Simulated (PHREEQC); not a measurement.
A PHREEQC input (ion-association model, phreeqc.dat):

```
SOLUTION 1
  temp 25
  units mg/L
  pH 6.32
  pe 8.5
  Na 3.36
  K 0.203
  Ca 1.44
  Mg 1.01
  Cl 4.38
  S(6) 2.43 as SO4
  Alkalinity 8.12
  F 0.151
  Si 0.0248 as SiO2
END
USE solution 1
EQUILIBRIUM_PHASES 1
  Quartz 0 0.5
  CO2(g) -2 10
END
```

The run finishes without an error or a warning.

Its last state differs from that of the intended input:

| quantity | as run | intended |
|---|---|---|
| pH | 6.02 | 5.94 |
| ionic strength (mol/kgw) | 0.000427 | 0.000413 |
| HCO3- (mol/kgw) | 0.000163 | 0.000134 |
| MgHCO3+ (mol/kgw) | 7.17e-8 | 5.91e-8 |
| CaHCO3+ (mol/kgw) | 6.77e-8 | 5.58e-8 |
| H3SiO4- (mol/kgw) | 1.66e-8 | 1.37e-8 |

Question: One thing in the input isn't as intended. What explains the difference?

Answer: Several could match; the one computed here: The fault: 'as HCO3' left off the alkalinity, which is then read as CaCO3.
